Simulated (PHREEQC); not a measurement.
Make-up at 20 °C: 0.026 mol/kgw TMAH, 0.00021 mol/kgw Na2SiO3 and 0.23 mol/kgw K2CO3. Closed to the air; pH follows from the charge balance.

The numbers come from PHREEQC with the ion-association model, phreeqc.dat.

```tsv
quantity	before	after
pH	12.38	10.99
ionic strength (mol/kgw)	0.716	0.708
Na+ (mol/kgw)	0.000254	5.99e-5
H3SiO4- (mol/kgw)	0.000155	0.000166
H2SiO4-2 (mol/kgw)	5.51e-5	4.22e-5
H4SiO4 (mol/kgw)	2.77e-7	1.61e-6
SI of Quartz (SiO2)	-2.42	-2.36
```

**Question.** Which change was made?
(A) TMAH replaced by (CH3)4NCl at the same molality
(B) K2CO3 left out
(C) diluted 5-fold with water
(D) temperature from 20 to 50 °C
(E) temperature from 20 to 75 °C

**Answer.** E, temperature from 20 to 75 °C

Precipitation was switched off in this run. The ionic strength passes 0.7 mol/kgw, the rough limit of the ion-association models, in every such run. (CH3)4N+ isn't in the database: it is added as a free cation with an ion size of 4 Å. Away from 25 °C the constants follow the database's enthalpies or fits; those with neither stay at their 25 °C values.
